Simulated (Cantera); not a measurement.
A freely propagating, adiabatic, planar premixed flame of H2 : O2 : N2 = 1 : 0.172 : 0.648 (molar parts), unburnt at 700 K and 0.430 bar; mixture-averaged transport, grid criteria slope 0.08 and curve 0.16, no radiation.

Model: the H2/O2 subset of GRI-Mech 3.0, which has no nitrogen chemistry, integrated in Cantera. Burning velocities carry a grid error of a few per cent, more on coarse grids.

Problem. How do the results move with these cheaper or finer settings: unity-Lewis-number transport; multicomponent transport; multicomponent+Soret transport; grid criteria slope 0.5, curve 1; grid criteria slope 0.25, curve 0.5; grid criteria slope 0.03, curve 0.06?

Solution. 
```json
[
 {"setting": "as above", "laminar burning velocity": "993 cm/s", "thermal thickness": "1.57 mm", "peak x(H)": "0.102", "peak x(OH)": "0.00199", "grid points": "141"},
 {"setting": "unity-Lewis-number transport", "laminar burning velocity": "615 cm/s", "thermal thickness": "1.39 mm", "peak x(H)": "0.101", "peak x(OH)": "0.00197", "grid points": "141"},
 {"setting": "multicomponent transport", "laminar burning velocity": "968 cm/s", "thermal thickness": "1.58 mm", "peak x(H)": "0.102", "peak x(OH)": "0.00198", "grid points": "141"},
 {"setting": "multicomponent+Soret transport", "laminar burning velocity": "947 cm/s", "thermal thickness": "1.56 mm", "peak x(H)": "0.101", "peak x(OH)": "0.00198", "grid points": "141"},
 {"setting": "grid criteria slope 0.5, curve 1", "laminar burning velocity": "1250 cm/s", "thermal thickness": "2.40 mm", "peak x(H)": "0.103", "peak x(OH)": "0.00214", "grid points": "57"},
 {"setting": "grid criteria slope 0.25, curve 0.5", "laminar burning velocity": "1080 cm/s", "thermal thickness": "1.86 mm", "peak x(H)": "0.104", "peak x(OH)": "0.00210", "grid points": "78"},
 {"setting": "grid criteria slope 0.03, curve 0.06", "laminar burning velocity": "974 cm/s", "thermal thickness": "1.50 mm", "peak x(H)": "0.102", "peak x(OH)": "0.00198", "grid points": "317"}
]
```
The base run took very roughly 1.6 core-seconds.
Unity Lewis numbers drop preferential diffusion, which matters most where H2 and H carry the flame; Soret adds thermal diffusion.
